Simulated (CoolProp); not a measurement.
Saturated liquid density (kg/m³) of R142b: the reference equation beside estimates from Tc = 137.1 °C, pc = 40.55 bar, ω = 0.232. Rackett uses Z = 0.29056 − 0.08775 ω.

Values from CoolProp's reference Helmholtz-energy equation of state, Lemmon 2006. It is a short technical equation, of lower accuracy than the large ones.

| T (°C) | reference | Rackett | van der Waals | Redlich-Kwong | Soave-Redlich-Kwong | Peng-Robinson |
|---|---|---|---|---|---|---|
| 48.75 | 1048 | 1028 | 626.9 | (withheld) | 928.9 | 1054 |
| 57.75 | 1022 | 1002 | (withheld) | 861.1 | 899.9 | 1021 |
| 66.75 | 994.0 | 974.9 | 593.6 | 830.2 | 868.7 | 986.0 |
| 75.75 | 964.5 | 945.8 | 575.3 | 797.2 | 834.9 | 947.4 |
| 84.75 | 932.7 | (withheld) | 555.5 | 761.7 | 798.0 | 905.1 |
| 93.75 | 897.9 | 880.2 | 533.9 | 722.9 | 757.4 | 858.1 |
| 102.65 | 859.6 | 842.6 | 510.2 | 680.6 | 712.5 | 805.8 |
| 111.65 | 814.9 | 798.7 | 482.8 | 632.3 | 660.5 | 744.8 |
| 120.65 | 760.4 | 745.2 | 450.0 | 575.2 | 598.3 | 671.4 |
| 129.65 | 683.9 | 670.5 | 406.4 | 500.9 | 516.4 | 574.4 |

Task: Complete the blanks.

Result: 
- 48.75, Redlich-Kwong: 890.2
- 57.75, van der Waals: 610.8
- 84.75, Rackett: 914.4

Absolute difference from the reference over all 10 rows, mean and median: Rackett 2.0 and 2.0 %, van der Waals 40.5 and 40.5 %, Redlich-Kwong 19.7 and 18.9 %, Soave-Redlich-Kwong 16.1 and 15.0 %, Peng-Robinson 5.3 and 3.7 %.
